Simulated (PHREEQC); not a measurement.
## Polishing slurry liquid: speciation

Dissolve 0.0011 mol K2CO3, 0.03 mol Al(NO3)3 and 0.0042 mol CuSO4 per kg of water at 25 °C. Closed to the air; pH follows from the charge balance.

The numbers come from PHREEQC with the ion-association model, wateq4f.dat.

Each row changes one thing in this solution. No solid was allowed to form.

| case | pH | ionic strength (mol/kgw) | SO4-2 (mol/kgw) | CuSO4 (mol/kgw) | HSO4- (mol/kgw) | CuOH+ (mol/kgw) | SI of Tenorite (CuO) | SI of Cu(OH)2 (Cu(OH)2) |
|---|---|---|---|---|---|---|---|---|
| as made | 4.28 | 0.172 | 0.000739 | 6.33e-5 | 1.57e-6 | 3.69e-7 | -1.91 | -2.93 |
| Al(NO3)3 left out | 6.30 | 0.0136 | 0.00357 | 0.000601 | 1.22e-7 | 2.98e-5 | +2.11 | +1.09 |
| K2CO3 left out | 3.52 | 0.175 | 0.000708 | 6.00e-5 | 8.54e-6 | 6.47e-8 | -3.42 | -4.44 |
| diluted 5-fold with water | 4.22 | 0.0347 | 0.000226 | 1.02e-5 | 8.04e-7 | 8.61e-8 | -2.54 | -3.56 |
| 0.00092 mol/kgw HCl added | 4.07 | 0.174 | 0.000727 | 6.17e-5 | 2.48e-6 | 2.28e-7 | -2.32 | -3.35 |
| CuSO4 from 0.0042 to 0.00042 mol/kgw | 4.24 | 0.175 | 6.96e-5 | 5.97e-7 | 1.62e-7 | 3.39e-8 | -2.99 | -4.01 |

Some of these states are supersaturated (in Basaluminite, Boehmite (slow to form), Malachite, for instance).
